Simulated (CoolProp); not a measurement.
Vapour-liquid equilibrium of acetone (1) + benzene (2) at 0.27 MPa; x and y are mole fractions of (1).

Computed with CoolProp (multi-fluid Helmholtz-energy mixture model, Lemmon 2006 and Thol 2012; pair parameters Bell 2016).

| x | bubble temperature, mixture model (K) | bubble temperature, Raoult's law (K) | y, mixture model | y, Raoult's law |
|---|---|---|---|---|
| 0.05 | 385.7 | 386.8 | 0.114 | 0.097 |
| 0.125 | 381.8 | 383.9 | 0.252 | 0.225 |
| 0.2 | 378.6 | 381.3 | 0.361 | 0.338 |
| 0.275 | 375.9 | 378.8 | 0.451 | 0.438 |
| 0.35 | 373.6 | 376.5 | 0.528 | 0.526 |
| 0.425 | 371.6 | 374.3 | 0.596 | 0.604 |
| 0.5 | 369.8 | 372.3 | 0.657 | 0.674 |
| 0.575 | 368.1 | 370.3 | 0.714 | 0.737 |
| 0.65 | 366.7 | 368.5 | 0.767 | 0.794 |
| 0.725 | 365.3 | 366.8 | 0.819 | 0.846 |
| 0.8 | 364.1 | 365.1 | 0.869 | 0.893 |
| 0.875 | 362.9 | 363.6 | 0.918 | 0.936 |
| 0.95 | 361.8 | 362.1 | 0.967 | 0.976 |

The largest gap from Raoult's law is -2.9 K in bubble temperature, at x = 0.35. No azeotrope shows between x = 0.05 and 0.95.

The pair parameters rest on a limited set of measurements; away from them the model extrapolates.
